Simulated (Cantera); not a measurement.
Input: 1 mol Pb, 0.029 mol O2, 7.8 mol N2, equilibrated at 0.620 bar.

These are equilibrium values from Cantera (NASA tables, ideal gas, pure condensed phases), not measurements of a reactor. Candidate condensed phases: Pb, PbO, PbO2, Pb3O4; 12 gas species. Each liquid is taken as pure. Mutual solubility and eutectic melting of coexisting phases are not modelled. Gases not in the tables: (PbO)n polymers. Rates play no part.

x: gas mole fraction; n: condensed amount in mol.

| T (K) | x N2 | x Pb | x PbO | x Pb2 | x NO | x O2 | n Pb(s) | n PbO(red) | n Pb(l) | n PbO(yellow) | n PbO(l) |
|---|---|---|---|---|---|---|---|---|---|---|---|
| 523 | 1.00 | <1e-12 | <1e-12 | <1e-12 | <1e-12 | <1e-12 | 0.942 | 0.0580 | 0 | 0 | 0 |
| 598 | 1.00 | 7.31e-12 | <1e-12 | <1e-12 | <1e-12 | <1e-12 | 0.942 | 0.0580 | 0 | 0 | 0 |
| 673 | 1.00 | 4.94e-10 | <1e-12 | <1e-12 | <1e-12 | <1e-12 | 0 | 0.0580 | 0.942 | 0 | 0 |
| 748 | 1.00 | 1.41e-8 | 5.99e-12 | <1e-12 | <1e-12 | <1e-12 | 0 | 0.0580 | 0.942 | 0 | 0 |
| 823 | 1.00 | 2.17e-7 | 3.66e-10 | <1e-12 | <1e-12 | <1e-12 | 0 | 0 | 0.942 | 0.0580 | 0 |
| 898 | 1.000 | 2.09e-6 | 1.11e-8 | 1.19e-12 | <1e-12 | <1e-12 | 0 | 0 | 0.942 | 0.0580 | 0 |
| 973 | 1.000 | … | … | … | … | <1e-12 | 0 | 0 | 0.942 | 0.0580 | 0 |
| 1048 | 1.000 | 7.21e-5 | 2.25e-6 | 4.50e-10 | 3.18e-10 | 6.24e-12 | 0 | 0 | 0.941 | 0.0580 | 0 |
| 1123 | 1.000 | … | … | … | … | … | 0 | 0 | 0.940 | 0.0579 | 0 |
| 1198 | 0.999 | 0.00101 | 0.000106 | 3.67e-8 | 2.43e-8 | 2.64e-9 | 0 | 0 | 0.934 | 0 | 0.0572 |
| 1273 | 0.997 | 0.00296 | 0.000451 | 2.22e-7 | 1.28e-7 | 2.47e-8 | 0 | 0 | 0.919 | 0 | 0.0545 |
| 1348 | 0.991 | 0.00770 | 0.00162 | 1.09e-6 | 5.52e-7 | 1.78e-7 | 0 | 0 | 0.881 | 0 | 0.0452 |
| 1423 | 0.977 | 0.0181 | 0.00504 | 4.51e-6 | 2.02e-6 | 1.02e-6 | 0 | 0 | 0.798 | 0 | 0.0177 |
| 1498 | 0.954 | 0.0388 | 0.00709 | 1.61e-5 | 3.29e-6 | 1.28e-6 | 0 | 0 | 0.624 | 0 | 0 |

Question: Fill in the missing entries.

Answer: 
- 1123, x Pb: 0.000295
- 1123, x PbO: 1.85e-5
- 1123, x Pb2: 4.73e-9
- 1123, x NO: 3.38e-9
- 1123, x O2: 1.74e-10
- 973, x Pb: 1.41e-5
- 973, x PbO: 1.95e-7
- 973, x Pb2: 2.93e-11
- 973, x NO: 2.06e-11
